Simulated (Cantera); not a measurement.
Cantera with NASA thermochemical tables; ideal gases at 1 bar, condensed phases pure. Values are per mole of reaction as written; species without (g) are pure solids or liquids, kept so even where they would boil at 1 bar.

TaO₂(g) + N(g) → NO₂(g) + Ta, with ΔH° = -237.7 kJ and ΔS° = -151.9 J/K at 300 K.

**Question.** How far is the shortcut ΔG° ≈ ΔH°(300 K) − T·ΔS°(300 K) from the full temperature-dependent value at 1848, 1898, 1948, 1998, 2048, 2098, 2148, 2198 K?

**Answer.** 
| T (K) | shortcut (kJ) | full (kJ) | difference (kJ) | difference in log10 K |
|---|---|---|---|---|
| 1848 | 43.1 | 41.9 | 1.2 | -0.04 |
| 1898 | 50.7 | 49.3 | 1.5 | -0.04 |
| 1948 | 58.3 | 56.6 | 1.7 | -0.05 |
| 1998 | 65.9 | 64.0 | 1.9 | -0.05 |
| 2048 | 73.5 | 71.3 | 2.2 | -0.06 |
| 2098 | 81.1 | 78.6 | 2.5 | -0.06 |
| 2148 | 88.7 | 86.0 | 2.8 | -0.07 |
| 2198 | 96.3 | 93.2 | 3.1 | -0.07 |
The shortcut ignores the heat-capacity change of the reaction.
